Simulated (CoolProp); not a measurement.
Toluene at several states: Z from the reference equation and from simpler models built on Tc = 318.6 °C, pc = 4126 kPa, ω = 0.266; each cubic takes its own stable root.

Model: reference Helmholtz-energy equation of state, Lemmon 2006, in CoolProp. It is a short technical equation, of lower accuracy than the large ones.

| T (°C) | p (kPa) | phase | reference | van der Waals | Redlich-Kwong | Soave-Redlich-Kwong |
|---|---|---|---|---|---|---|
| 38.35 | 15900 | liquid | 0.6559 | 1.081 | 0.7458 | 0.7325 |
| 173.65 | 10300 | liquid | 0.3496 | 0.5571 | 0.3991 | 0.3870 |
| 316.95 | 798 | gas | 0.9249 | 0.9391 | 0.9305 | 0.9304 |
| 62.95 | 1180 | liquid | 0.04702 | 0.07959 | 0.05400 | 0.05252 |
